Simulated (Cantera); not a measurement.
An adiabatic, constant-volume homogeneous reactor starts with CH₄ : CO : O₂ : N₂ = 1 : 0.25 : 2.95 : 11.1 (molar parts), equivalence ratio 0.72, at 1575 K and 10.0 bar. Integrator tolerance rtol = 1e-08.

Cantera simulation using GRI-Mech 3.0 (53 species, 325 reactions); the numbers are that mechanism's predictions, not measurements.

Q: What does this change do: 0.015 parts H2 added?

A: 
| quantity | before | after |
|---|---|---|
| time of steepest temperature rise | 81.7 µs | 76.9 µs |
| temperature at 1.00 s | 2962 K | 2964 K |
| equilibrium temperature | 2962 K | 2964 K |
| x(CH₄) at 1.00 s | <1e-12 (gas-phase equilibrium <1e-12) | <1e-12 (gas-phase equilibrium <1e-12) |
| x(CO) at 1.00 s | 0.0187 (gas-phase equilibrium 0.0187) | 0.0189 (gas-phase equilibrium 0.0189) |
| x(O₂) at 1.00 s | 0.0483 (gas-phase equilibrium 0.0483) | 0.0479 (gas-phase equilibrium 0.0479) |
| x(HO₂) at 1.00 s | 2.93e-5 (gas-phase equilibrium 2.93e-5) | 2.93e-5 (gas-phase equilibrium 2.93e-5) |
| x(C₂H₆) at 1.00 s | <1e-12 (gas-phase equilibrium <1e-12) | <1e-12 (gas-phase equilibrium <1e-12) |
| x(CH₃) at 1.00 s | <1e-12 (gas-phase equilibrium <1e-12) | <1e-12 (gas-phase equilibrium <1e-12) |
| x(C₂H₂) at 1.00 s | <1e-12 (gas-phase equilibrium <1e-12) | <1e-12 (gas-phase equilibrium <1e-12) |

Q: What does this change do: pressure from 10.0 bar to 1.00 bar?

A: 
| quantity | before | after |
|---|---|---|
| time of steepest temperature rise | 81.7 µs | 0.509 ms |
| temperature at 1.00 s | 2962 K | 2800 K |
| equilibrium temperature | 2962 K | 2800 K |
| x(CH₄) at 1.00 s | <1e-12 (gas-phase equilibrium <1e-12) | <1e-12 (gas-phase equilibrium <1e-12) |
| x(CO) at 1.00 s | 0.0187 (gas-phase equilibrium 0.0187) | 0.0264 (gas-phase equilibrium 0.0264) |
| x(O₂) at 1.00 s | 0.0483 (gas-phase equilibrium 0.0483) | 0.0524 (gas-phase equilibrium 0.0524) |
| x(HO₂) at 1.00 s | 2.93e-5 (gas-phase equilibrium 2.93e-5) | 1.22e-5 (gas-phase equilibrium 1.22e-5) |
| x(C₂H₆) at 1.00 s | <1e-12 (gas-phase equilibrium <1e-12) | <1e-12 (gas-phase equilibrium <1e-12) |
| x(CH₃) at 1.00 s | <1e-12 (gas-phase equilibrium <1e-12) | <1e-12 (gas-phase equilibrium <1e-12) |
| x(C₂H₂) at 1.00 s | <1e-12 (gas-phase equilibrium <1e-12) | <1e-12 (gas-phase equilibrium <1e-12) |
